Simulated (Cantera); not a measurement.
Feed: 1 mol SiCl4, 0.018 mol Cl2, 9.4 mol N2, at 1373.15 K and 13.0 mbar.

These are equilibrium values from Cantera (NASA tables, ideal gas, pure condensed phases), not measurements of a reactor. Candidate condensed phases: Si, Si3N4; 13 gas species. The tables' values for SiCl3 are old estimates; treat these amounts as uncertain. Rates play no part.

Base state: N2 0.901, SiCl4 0.0956, Cl 0.00318, Cl2 0.000249, SiCl3 0.000227 (mole fractions); condensed: gas only.

**Question.** What changes in the equilibrium state with this change: Cl2 from 0.018 to 0.064 mol?

**Answer.** 
```tsv
species	before	after
N2	0.901	0.894
SiCl4	0.0956	0.0951
Cl	0.00318	0.00862
Cl2	0.000249	0.00182
SiCl3	0.000227	8.33e-5
```

**Question.** What changes in the equilibrium state with this change: pressure from 13.0 mbar to 0.120 bar?

**Answer.** 
```json
[
 {"species": "N2", "before": "0.901", "after": "0.901"},
 {"species": "SiCl4", "before": "0.0956", "after": "0.0959"},
 {"species": "Cl", "before": "0.00318", "after": "0.00188"},
 {"species": "Cl2", "before": "0.000249", "after": "0.000805"},
 {"species": "SiCl3", "before": "0.000227", "after": "4.16e-5"}
]
```
